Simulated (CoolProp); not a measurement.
Saturated liquid density (kg/m³) of sulfur hexafluoride: the reference equation beside estimates from Tc = 318.7 K, pc = 3.755 MPa, ω = 0.210.

Model: reference Helmholtz-energy equation of state, Guder 2009, in CoolProp.

```json
[
 {"T (K)": "236.1", "reference": "1781", "van der Waals": "1138", "Soave-Redlich-Kwong": "1693", "Peng-Robinson": "1919"},
 {"T (K)": "244.4", "reference": "1737", "van der Waals": "1108", "Soave-Redlich-Kwong": "1640", "Peng-Robinson": "1861"},
 {"T (K)": "252.6", "reference": "1690", "van der Waals": "1076", "Soave-Redlich-Kwong": "1584", "Peng-Robinson": "1798"},
 {"T (K)": "260.9", "reference": "1640", "van der Waals": "1042", "Soave-Redlich-Kwong": "1523", "Peng-Robinson": "1728"},
 {"T (K)": "269.2", "reference": "1586", "van der Waals": "1005", "Soave-Redlich-Kwong": "1456", "Peng-Robinson": "1652"},
 {"T (K)": "277.5", "reference": "1526", "van der Waals": "965.2", "Soave-Redlich-Kwong": "1381", "Peng-Robinson": "1567"},
 {"T (K)": "285.8", "reference": "1460", "van der Waals": "920.6", "Soave-Redlich-Kwong": "1298", "Peng-Robinson": "1470"},
 {"T (K)": "294.1", "reference": "1383", "van der Waals": "870.0", "Soave-Redlich-Kwong": "1203", "Peng-Robinson": "1359"},
 {"T (K)": "302.4", "reference": "1290", "van der Waals": "809.8", "Soave-Redlich-Kwong": "1089", "Peng-Robinson": "1226"}
]
```

Absolute difference from the reference over all 9 rows, mean and median: van der Waals 36.6 and 36.6 %, Soave-Redlich-Kwong 9.0 and 8.2 %, Peng-Robinson 4.5 and 5.0 %.
